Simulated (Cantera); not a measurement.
## Ammonia decomposition in nitride growth gas

An isothermal, constant-pressure homogeneous reactor starts with NH3 : N2 = 1 : 0.73 (molar parts), at 2000 K and 1.10 bar.

Model: the gas-phase N/H chemistry of the illustrative SiF4/NH3 mechanism in the Surface Chemkin manual (1991), integrated in Cantera. Walls and surfaces, which speed up NH3 decomposition in real reactors, are not modelled.

```csv
t (s),x NH3,x NH2,x H,x NH,x N2H2
0.000100,0.576,0.000946,1.55e-6,5.71e-6,2.95e-6
0.000528,0.567,0.00106,7.34e-6,8.06e-6,4.03e-6
0.00278,0.522,0.000910,3.26e-5,1.05e-5,3.50e-6
0.0147,0.351,0.000639,0.000136,1.14e-5,1.97e-6
0.0775,0.0740,0.000213,0.000473,6.85e-6,2.74e-7
0.409,0.00204,1.20e-5,0.00111,8.15e-7,1.44e-9
2.16,0.000201,1.23e-6,0.00116,8.68e-8,1.64e-11
11.4,3.48e-5,2.13e-7,0.00116,1.51e-8,1.26e-12
60.0,8.18e-6,5.02e-8,0.00116,3.55e-9,<1e-12
```
x: mole fraction; the columns are a selection and need not sum to one.

Equilibrium at this temperature and pressure: NH3 6.00e-6, NH2 3.68e-8, H 0.00116, NH 2.60e-9, N2H2 <1e-12 (gas phase only).
